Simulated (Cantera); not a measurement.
What does this Cantera script print?

```python
import numpy as np
import cantera as ct

gas_names = [...]  # 92 gases of nasa_gas.yaml made of C, H, N
cond_names = """
    C(gr) C6H6(L) C7H8(L) C8H18(L),n-octa
""".split()


# ... load() reads the species with a 1 bar reference pressure and builds the phases ...
atoms = {
    'C': {'C': 1},
    'NH3': {'N': 1, 'H': 3},
    'N2': {'N': 2},
}
top_T = {'C(gr)': 4500}  # K; cautious upper limits of use, not melting points


# ... equilibrate(T, P, feed) seeds the gas with the atoms and calls Mixture.equilibrate('TP', solver="vcs", rtol=1e-11, max_steps=5000) ...
results = []
T = 2723  # K
P = 13332.2  # Pa
for m in [2.9, 4.2, 6, 8.7, 13, 18, 27, 38]:
    feed = {'C': 1, 'NH3': 1.2, 'N2': m}  # mol
    mix = equilibrate(T, P, feed)
    results.append((T, P, feed, dict(zip(mix.species_names, mix.species_moles))))

top = {s: max(r[3][s] / sum(r[3][g] for g in gas_names) for r in results) for s in gas_names}
cols = sorted((s for s in top if top[s] > 1e-05), key=lambda s: -top[s])[:7]
seen = [c for c in cond_names if any(r[3].get(c, 0) > 1e-12 for r in results)]
print("log10 of partial pressures in bar; condensed amounts in mol")
print(f"{'n(N2)':>10s}" + "".join(f"{s[:9]:>10s}" for s in cols + seen))
for T, P, feed, n in results:
    ng = sum(n[g] for g in gas_names)
    print(f"{feed['N2']:10.4g}" + "".join(f"{np.log10(max(n[s] / ng * P / 1e5, 1e-99)):10.3f}" for s in cols)
          + "".join(f"{n.get(c, 0):10.4g}" for c in seen))
```

It prints:

```
log10 of partial pressures in bar; condensed amounts in mol
     n(N2)        N2        H2         H       HCN       HNC C2H2,acet        CN     C(gr)
       2.9    -1.094    -1.478    -1.947    -2.214    -3.043    -3.070    -3.796    0.6229
       4.2    -1.046    -1.585    -2.001    -2.244    -3.073    -3.177    -3.772    0.5763
         6    -1.008    -1.704    -2.060    -2.284    -3.114    -3.296    -3.753    0.5226
       8.7    -0.976    -1.845    -2.131    -2.338    -3.168    -3.437    -3.737    0.4565
        13    -0.949    -2.015    -2.215    -2.409    -3.239    -3.606    -3.723    0.3723
        18    -0.932    -2.164    -2.290    -2.476    -3.305    -3.756    -3.715    0.2932
        27    -0.916    -2.364    -2.390    -2.568    -3.397    -3.956    -3.707    0.1798
        38    -0.906    -2.545    -2.480    -2.653    -3.482    -4.137    -3.702   0.07023
```

These are equilibrium values from Cantera (NASA tables, ideal gas, pure condensed phases), not measurements of a reactor.
